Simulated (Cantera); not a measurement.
# Catalytic combustion on Pt

An isothermal plug-flow reactor at 550 K and 0.523 atm (inlet), inlet velocity 0.28 m/s, active area per volume 950 1/m; feed 2.89 % H₂, 9.43 % O₂, 87.7 % N₂.

Cantera simulation using Deutschmann's 1995 Pt surface mechanism with GRI-Mech 3.0 gas chemistry; the numbers are that mechanism's predictions, not measurements. Catalytic surfaces can have several steady states; this one follows from the mechanism file's or the stated starting coverage. Mass transfer to the wall is taken as infinitely fast.

```json
[
 {"z (m)": "0.0001", "x H₂": "0.00477", "x O₂": "0.0833", "x H₂O": "0.0244", "θ free Pt": "0.0892", "θ O*": "0.887", "θ OH*": "0.0235"},
 {"z (m)": "0.00018", "x H₂": "0.00281", "x O₂": "0.0824", "x H₂O": "0.0264", "θ free Pt": "0.0531", "θ O*": "0.928", "θ OH*": "0.0190"},
 {"z (m)": "0.00033", "x H₂": "0.00158", "x O₂": "0.0818", "x H₂O": "0.0277", "θ free Pt": "0.0301", "θ O*": "0.955", "θ OH*": "0.0147"},
 {"z (m)": "0.00058", "x H₂": "0.000913", "x O₂": "0.0815", "x H₂O": "0.0284", "θ free Pt": "0.0174", "θ O*": "0.971", "θ OH*": "0.0114"},
 {"z (m)": "0.001", "x H₂": "0.000533", "x O₂": "0.0813", "x H₂O": "0.0287", "θ free Pt": "0.0102", "θ O*": "0.981", "θ OH*": "0.00877"},
 {"z (m)": "0.0018", "x H₂": "0.000297", "x O₂": "0.0812", "x H₂O": "0.0290", "θ free Pt": "0.00570", "θ O*": "0.988", "θ OH*": "0.00660"},
 {"z (m)": "0.0033", "x H₂": "0.000162", "x O₂": "0.0812", "x H₂O": "0.0291", "θ free Pt": "0.00313", "θ O*": "0.992", "θ OH*": "0.00490"},
 {"z (m)": "0.0058", "x H₂": "9.15e-5", "x O₂": "0.0811", "x H₂O": "0.0292", "θ free Pt": "0.00180", "θ O*": "0.994", "θ OH*": "0.00373"},
 {"z (m)": "0.01", "x H₂": "5.22e-5", "x O₂": "0.0811", "x H₂O": "0.0292", "θ free Pt": "0.00108", "θ O*": "0.996", "θ OH*": "0.00289"}
]
```
x: gas mole fraction; θ: surface coverage.
